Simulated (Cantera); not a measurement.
What does this Cantera script print?

```python
import numpy as np
import cantera as ct

gas = ct.Solution("h2o2.yaml")
gas.TPX = 1423, 3400, {'H2': 0.28, 'O2': 1, 'H2O': 0.0038}
reactor = ct.IdealGasConstPressureReactor(gas, energy="off", clone=False)
net = ct.ReactorNet([reactor])
net.rtol, net.atol = 1e-08, 1e-18
show = ['H2', 'O2', 'HO2', 'H2O2', 'OH', 'H2O']
times = np.geomspace(4e-05, 2, 10)

steps = ct.SolutionArray(gas, extra=["t"])
rows = []
print(f"{'t/s':>10s}{'T/K':>9s}{'P/Pa':>11s}" + "".join(f"{s:>11s}" for s in show))
for t in times:
    while net.time < t:
        t_next = net.step()
        steps.append(gas.state, t=t_next)
    rows.append([np.interp(t, steps.t, y) for y in (steps.T, steps.P, *steps(*show).X.T)])
    print(f"{t:10.3e}{rows[-1][0]:9.1f}{rows[-1][1]:11.4g}" + "".join(f"{x:11.3e}" for x in rows[-1][2:]))
rate = np.gradient(steps.T, steps.t)
print("integrator steps:", len(steps.t))
if steps.T.max() > steps.T[0] + 200:
    print(f"time of steepest temperature rise: {steps.t[rate.argmax()]:.4e} s")
gas.TPX = 1423, 3400, {'H2': 0.28, 'O2': 1, 'H2O': 0.0038}
gas.equilibrate("TP")
print(f"equilibrium (TP): T = {gas.T:.1f} K  " + "  ".join(f"{s} {gas[s].X[0]:.3e}" for s in show))
```

It prints:

```
       t/s      T/K       P/Pa         H2         O2        HO2       H2O2         OH        H2O
 4.000e-05   1423.0       3400  2.181e-01  7.789e-01  5.554e-07  2.537e-09  9.545e-07  2.962e-03
 1.331e-04   1423.0       3400  2.130e-01  7.759e-01  4.486e-06  3.257e-08  1.125e-03  6.433e-03
 4.429e-04   1423.0       3400  1.168e-02  6.470e-01  1.388e-05  5.253e-07  1.955e-02  1.720e-01
 1.474e-03   1423.0       3400  9.318e-03  6.744e-01  1.468e-05  5.608e-07  1.781e-02  1.928e-01
 4.903e-03   1423.0       3400  3.882e-03  7.221e-01  1.351e-05  5.006e-07  1.184e-02  2.277e-01
 1.632e-02   1423.0       3400  5.123e-04  7.471e-01  5.235e-06  2.182e-07  4.360e-03  2.444e-01
 5.429e-02   1423.0       3400  5.294e-05  7.510e-01  9.213e-07  6.389e-08  1.411e-03  2.472e-01
 1.806e-01   1423.0       3400  8.013e-06  7.516e-01  2.288e-07  1.904e-08  5.516e-04  2.478e-01
 6.011e-01   1423.0       3400  1.852e-06  7.518e-01  1.692e-07  7.155e-09  2.659e-04  2.480e-01
 2.000e+00   1423.0       3400  1.017e-06  7.518e-01  1.905e-07  5.194e-09  1.971e-04  2.480e-01
integrator steps: 1746
equilibrium (TP): T = 1423.0 K  H2 9.982e-07  O2 7.518e-01  HO2 1.914e-07  H2O2 5.152e-09  OH 1.953e-04  H2O 2.480e-01
```

Model: the H2/O2 subset of GRI-Mech 3.0, which has no nitrogen chemistry, integrated in Cantera. Radical loss at walls, strong at low pressure, is not modelled. The temperature is held fixed by assumption; the heat of reaction is taken as removed at once.
